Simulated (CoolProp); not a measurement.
Properties of R1234ze(E) at several states.

Values from CoolProp's reference Helmholtz-energy equation of state, Thol 2016.

| T (K) | p (kPa) | phase | Z | cp (kJ/(kg K)) | Joule-Thomson coefficient (K/MPa) | Prandtl number | fugacity coefficient |
|---|---|---|---|---|---|---|---|
| 329.4 | 4520 | liquid | 0.1745 | 1.456 | 0.08751 | 3.06 | 0.2388 |
| 342.9 | 1020 | gas | 0.8349 | 1.084 | 16.02 | 0.887 | 0.8575 |
| 402 | 10400 | supercritical | 0.4212 | 1.662 | 0.9225 | 2.31 | 0.3813 |
| 236.9 | 12.3 | gas | 0.9938 | 0.7764 | 38.48 | 0.856 | 0.9938 |
| 194.5 | 241 | liquid | 0.01174 | 1.220 | -0.3772 | 9.75 | 0.01172 |
| 346.5 | 15000 | liquid | 0.5438 | 1.392 | -0.05317 | 2.97 | 0.1469 |

Viscosity comes from a separate model (Bell 2016), an estimate that may be off by 10 % or more. Thermal conductivity comes from a separate model (Perkins 2011).
